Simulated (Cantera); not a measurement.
Input (Python, Cantera) and output of one run.

```python
import numpy as np
import cantera as ct

gas_names = """
    CL CL2 H HCL H2 Si SiCL SiCL2 SiCL3 SiCL4 SiH SiHCL3 SiH2 SiH2CL2 SiH3 SiH3CL SiH4 Si2 Si3
""".split()
cond_names = """
    Si(cr) Si(L)
""".split()


# ... load() reads the species with a 1 bar reference pressure and builds the phases ...
atoms = {
    'Si': {'Si': 1},
    'HCl': {'H': 1, 'CL': 1},
    'H2': {'H': 2},
}
top_T = {}  # K; cautious upper limits of use, not melting points


# ... equilibrate(T, P, feed) seeds the gas with the atoms and calls Mixture.equilibrate('TP', solver="vcs", rtol=1e-11, max_steps=5000) ...
results = []
feed = {'Si': 1, 'HCl': 0.57, 'H2': 3.2}  # mol
P = 101325  # Pa
for T in [673, 773, 873, 973, 1073, 1173, 1273, 1373, 1473]:
    mix = equilibrate(T, P, feed)
    results.append((T, P, feed, dict(zip(mix.species_names, mix.species_moles))))

top = {s: max(r[3][s] / sum(r[3][g] for g in gas_names) for r in results) for s in gas_names}
cols = sorted((s for s in top if top[s] > 0.001), key=lambda s: -top[s])[:7]
seen = [c for c in cond_names if any(r[3].get(c, 0) > 1e-12 for r in results)]
print("log10 of partial pressures in bar; condensed amounts in mol")
print(f"{'T/K':>10s}" + "".join(f"{s[:9]:>10s}" for s in cols + seen))
for T, P, feed, n in results:
    ng = sum(n[g] for g in gas_names)
    print(f"{T:10.4g}" + "".join(f"{np.log10(max(n[s] / ng * P / 1e5, 1e-99)):10.3f}" for s in cols)
          + "".join(f"{n.get(c, 0):10.4g}" for c in seen))
```

Result:

```
log10 of partial pressures in bar; condensed amounts in mol
       T/K        H2       HCL     SiCL4    SiHCL3     SiCL2     SiCL3   SiH2CL2    Si(cr)
       673    -0.015    -3.891    -1.639    -1.660    -7.965    -6.137    -2.892    0.8358
       773    -0.015    -3.171    -1.632    -1.677    -6.355    -5.074    -2.836    0.8367
       873    -0.015    -2.620    -1.630    -1.695    -5.122    -4.261    -2.800    0.8387
       973    -0.017    -2.188    -1.639    -1.719    -4.153    -3.625    -2.779    0.8428
      1073    -0.019    -1.844    -1.668    -1.755    -3.379    -3.126    -2.775    0.8501
      1173    -0.023    -1.571    -1.733    -1.818    -2.762    -2.744    -2.795    0.8602
      1273    -0.030    -1.362    -1.860    -1.926    -2.281    -2.479    -2.851     0.871
      1373    -0.037    -1.214    -2.089    -2.110    -1.933    -2.343    -2.961    0.8786
      1473    -0.043    -1.127    -2.446    -2.388    -1.714    -2.347    -3.135    0.8813
```

Method: chemical equilibrium by Gibbs-energy minimisation in Cantera with the NASA 1993 tables (ideal gas, pure condensed phases). The tables' values for SiCl3 are old estimates; treat these amounts as uncertain.
